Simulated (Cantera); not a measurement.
An adiabatic, constant-volume homogeneous reactor starts with 6.87 % CH4, 19.6 % O2, 73.5 % N2, equivalence ratio 0.70, at 1448 K and 1.00 atm.

Computed with Cantera and GRI-Mech 3.0 (53 species, 325 reactions).

One state of this run: T (K) = 2746; P (bar) = 1.97; x CH4 = <1e-12; x O2 = 0.0542; x HCN = 2.67e-10; x CH3 = <1e-12; x N2O = 1.23e-6; x CH2CO = <1e-12. x: mole fraction; the columns are a selection and need not sum to one.

Which value of t (s) does it belong to?
A) 0.000133
B) 0.100
C) 0.000579
D) 7.00e-6

B, 0.100
